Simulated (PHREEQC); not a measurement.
Make-up at 25 °C: 0.15 mol/kgw NH4HSO4. Closed to the air; pH follows from the charge balance.

Equilibrium calculation in PHREEQC: ion-association model, wateq4f.dat.

| quantity | before | after |
|---|---|---|
| pH | 1.29 | 6.34 |
| ionic strength (mol/kgw) | 0.239 | 0.313 |
| HSO4- (mol/kgw) | 0.0849 | 1.23e-6 |
| SO4-2 (mol/kgw) | 0.0444 | 0.0783 |

Problem. What was changed between the two runs?
A) NH4HSO4 replaced by MnSO4 at the same molality
B) NH4HSO4 from 0.15 to 0.03 mol/kgw
C) temperature from 25 to 40 °C
D) NH4HSO4 replaced by CuSO4 at the same molality
E) temperature from 25 to 90 °C

Solution. A, NH4HSO4 replaced by MnSO4 at the same molality

Precipitation was switched off in this run.
